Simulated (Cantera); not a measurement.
A perfectly stirred reactor is fed with CO : O2 : H2O : N2 = 0.018 : 0.01 : 0.007 : 1 (molar parts), equivalence ratio 0.90, at 0.908 atm; it is held at 1150 K, and followed from long to short residence time.

Cantera simulation using GRI-Mech 3.0 (53 species, 325 reactions); the numbers are that mechanism's predictions, not measurements.

x: mole fraction; the columns are a selection and need not sum to one.

| τ (s) | x CO | x O2 | x H2O | x H2 | x NO | x H2O2 |
|---|---|---|---|---|---|---|
| 0.94 | 0.000540 | 0.00126 | 0.00676 | 4.15e-5 | 3.06e-7 | 4.33e-8 |
| 0.45 | 0.000860 | 0.00143 | 0.00674 | 5.94e-5 | 3.44e-7 | 5.48e-8 |
| 0.21 | 0.00138 | 0.00169 | 0.00670 | 8.19e-5 | 3.99e-7 | 6.62e-8 |
| 0.10 | 0.00217 | 0.00209 | 0.00665 | 0.000106 | 4.53e-7 | 7.61e-8 |
| 0.048 | 0.00334 | 0.00268 | 0.00660 | 0.000129 | 4.85e-7 | 8.43e-8 |
| 0.023 | 0.00504 | 0.00354 | 0.00655 | 0.000149 | 4.73e-7 | 9.09e-8 |
| 0.011 | ___ | ___ | 0.00651 | 0.000161 | ___ | 9.49e-8 |
| 0.0051 | ___ | ___ | 0.00649 | 0.000158 | ___ | 9.41e-8 |
| 0.0024 | 0.0134 | 0.00763 | 0.00652 | 0.000134 | 1.26e-7 | 8.46e-8 |
| 0.0012 | 0.0157 | 0.00876 | 0.00660 | 8.40e-5 | 3.35e-8 | 6.32e-8 |

### Question
Some entries are withheld; supply them.

### Answer

- 0.011, x CO: 0.00738
- 0.011, x O2: 0.00469
- 0.011, x NO: 4.01e-7
- 0.0051, x CO: 0.0104
- 0.0051, x O2: 0.00615
- 0.0051, x NO: 2.69e-7
